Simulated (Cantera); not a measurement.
# Ignition delay

Mixture: 9.33 % CH4, 1.12 % C2H6, 18.8 % O2, 70.7 % N2, equivalence ratio 1.2, at 1.00 bar, adiabatic and at constant volume. Ignition delay is the time to a rise of 400 K.

Model: GRI-Mech 3.0 (53 species, 325 reactions), integrated in Cantera.

| T0 (K) | delay (ms) |
|---|---|
| 1323 | 1.22 |
| 1373 | 0.742 |
| 1423 | 0.460 |
| 1473 | 0.290 |
| 1523 | 0.188 |
| 1573 | 0.125 |
| 1623 | 0.0861 |
| 1673 | 0.0611 |
| 1723 | 0.0447 |
| 1773 | 0.0337 |

- apparent activation energy between 1673 and 1773 K = 150 kJ/mol
